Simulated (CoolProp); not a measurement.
The numbers come from the reference Helmholtz-energy equation of state, Younglove 1994 in CoolProp. It is a modified Benedict-Webb-Rubin equation, recast in Helmholtz form.

Task: For R123, give the phase and the cv (kJ/(kg K)), Joule-Thomson coefficient (K/MPa), isothermal compressibility (1/MPa), conductivity (mW/(m K)) at 500 K and 2.03 MPa; 500 K and 9.15 MPa.

Result: 
- 500 K and 2.03 MPa: gas; cv 0.834, Joule-Thomson coefficient 9.06, isothermal compressibility 0.590, conductivity 22.7
- 500 K and 9.15 MPa: supercritical; cv 0.882, Joule-Thomson coefficient 2.28, isothermal compressibility 0.0585, conductivity 41.0

Thermal conductivity comes from a separate model (Laesecke 1996).
